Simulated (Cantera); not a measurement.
Feed: 1 mol Pb, 0.73 mol CO, 0.13 mol N2, held at 3.50 mbar.

Method: chemical equilibrium by Gibbs-energy minimisation in Cantera with the NASA 1993 tables (ideal gas, pure condensed phases). Candidate condensed phases: C, Pb, PbO, PbO2, Pb3O4; 27 gas species. The numbers say what is thermodynamically allowed, not how fast it happens.

What share of the Pb ends up in condensed phases as a function of T (°C), at 575, 650, 725, 800, 875, 950, 1025, 1100, 1175, 1250?


```csv
T (°C),Pb condensed (%),as
575,100.0,Pb(l)
650,99.9,Pb(l)
725,99.6,Pb(l)
800,98.2,Pb(l)
875,92.5,Pb(l)
950,69.9,Pb(l)
1025,0.0,-
1100,0.0,-
1175,0.0,-
1250,0.0,-
```
